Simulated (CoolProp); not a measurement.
Saturation properties of R1234yf (Tc = 367.8 K, pc = 3.384 MPa, ω = 0.276).

The numbers come from the reference Helmholtz-energy equation of state, Lemmon 2022 in CoolProp.

| T (K) | p (MPa) | liquid density (kg/m³) | liquid cp (kJ/(kg K)) | vapour Z | surface tension (mN/m) | liquid conductivity (mW/(m K)) |
|---|---|---|---|---|---|---|
| 281.6 | 0.4168 | 1149 | … | 0.8783 | 8.31 | 68.7 |
| 285.5 | 0.4708 | 1136 | 1.342 | 0.8677 | 7.79 | 67.5 |
| 289.4 | 0.5299 | 1123 | 1.357 | … | 7.28 | 66.2 |
| 293.3 | 0.5944 | 1109 | 1.372 | 0.8446 | 6.78 | 65.0 |
| 297.1 | 0.6628 | 1096 | 1.389 | 0.8324 | 6.30 | 63.9 |
| 301 | 0.7389 | 1081 | 1.407 | 0.8192 | 5.82 | 62.7 |
| 304.9 | 0.8214 | 1066 | 1.427 | … | 5.36 | … |
| 308.8 | 0.9106 | 1051 | 1.448 | 0.7907 | 4.90 | 60.3 |
| 312.6 | … | 1036 | 1.472 | 0.7757 | 4.46 | 59.2 |

Task: Complete the blanks.

Result: 
- 281.6, liquid cp (kJ/(kg K)): 1.328
- 289.4, vapour Z: 0.8564
- 304.9, vapour Z: 0.8053
- 304.9, liquid conductivity (mW/(m K)): 61.5
- 312.6, p (MPa): 1.004

It boils at 243.7 K under 1 atm.

Thermal conductivity comes from a separate model (Perkins 2011). Surface tension comes from a separate correlation (Mulero 2012).
